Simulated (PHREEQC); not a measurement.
Phosphoric acid bath

A solution holds 0.027 mol/kgw KH2PO4, 0.071 mol/kgw HNO3 and 0.02 mol/kgw NaHSO4, at 25 °C. It is in equilibrium with CO2 at log p = -1 (atm). Otherwise closed; pH follows from the charge balance.

All values are PHREEQC results (ion-association model, phreeqc.dat), not measurements.

Precipitation was switched off in this run.

Question: Estimate the pH, density.

Answer: pH 1.34; density 1.003 g/cm³.

Question: In which forms is S present?

Answer: HSO4- 65 %, SO4-2 32 %, KSO4- 2.1 %, NaSO4- 1.1 % of the S.
